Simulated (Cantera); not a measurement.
**trisilylamine + N2 + H2 (silicon nitride deposition)**

Feed: 1 mol trisilylamine, a varied amount of N2, 2.2 mol H2, equilibrated at 948 K and 720 Torr.

Method: chemical equilibrium by Gibbs-energy minimisation in Cantera with the NASA 1993 tables (ideal gas, pure condensed phases). Candidate condensed phases: Si, Si3N4; 18 gas species. The feed counts by its element totals alone. Kinetics and transport are ignored.

```
n(N2) (mol)   x H2      x N2     x NH3   x SiH4  n Si(s)  n Si3N4(s)
-----------  -----  --------  --------  -------  -------  ----------
0.52          1.00  1.45e-12  9.67e-10  3.40e-7     1.47       0.510
0.85          1.00  1.45e-12  9.67e-10  3.40e-7    0.975       0.675
1.4           1.00  1.45e-12  9.67e-10  3.40e-7    0.150       0.950
2.3          0.893     0.107  0.000221   <1e-12        0        1.00
3.7          0.753     0.247  0.000261   <1e-12        0        1.00
6            0.598     0.402  0.000235   <1e-12        0        1.00
9.8          0.446     0.553  0.000178   <1e-12        0        1.00
16           0.316     0.684  0.000118   <1e-12        0        1.00
26           0.215     0.785   7.08e-5   <1e-12        0        1.00
42           0.142     0.858   3.98e-5   <1e-12        0        1.00
```
x: gas mole fraction; n: condensed amount in mol.

From 0.52 mol N2 to 1.4 mol N2 the condensed part is Si(s) + Si3N4(s). From 2.3 mol N2 to 42 mol N2 the condensed part is Si3N4(s).
